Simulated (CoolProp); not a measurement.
Isopentane along the isobar 1.75 bar: fugacity coefficient from the reference equation and from simpler models built on Tc = 460.3 K, pc = 33.78 bar, ω = 0.227; each cubic takes its own stable root.

Values from CoolProp's reference Helmholtz-energy equation of state, Lemmon 2006. It is a short technical equation, of lower accuracy than the large ones.

```
T (K)   phase  reference  Soave-Redlich-Kwong  Peng-Robinson
-----  ------  ---------  -------------------  -------------
264.5  liquid     0.1328                  [?]            [?]
281.3  liquid     0.2721               0.2699         0.2742
298.1  liquid     0.5050               0.5043         0.5068
314.9  liquid     0.8631                  [?]         0.8644
331.8     gas        [?]               0.9524         0.9500
348.6     gas        [?]               0.9587         0.9563
365.4     gas     0.9622               0.9640         0.9616
382.2     gas     0.9674               0.9685            [?]
399.1     gas     0.9717               0.9723         0.9701
415.9     gas     0.9753               0.9756            [?]
432.7     gas     0.9783               0.9785         0.9764
449.5     gas     0.9809               0.9810         0.9790
466.4     gas     0.9830               0.9831         0.9812
483.2     gas     0.9849               0.9850         0.9832
500       gas     0.9865               0.9867         0.9849
```

Complete the blanks.


- 264.5, Soave-Redlich-Kwong: 0.1308
- 264.5, Peng-Robinson: 0.1347
- 314.9, Soave-Redlich-Kwong: 0.8670
- 331.8, reference: 0.9478
- 348.6, reference: 0.9558
- 382.2, Peng-Robinson: 0.9662
- 415.9, Peng-Robinson: 0.9735
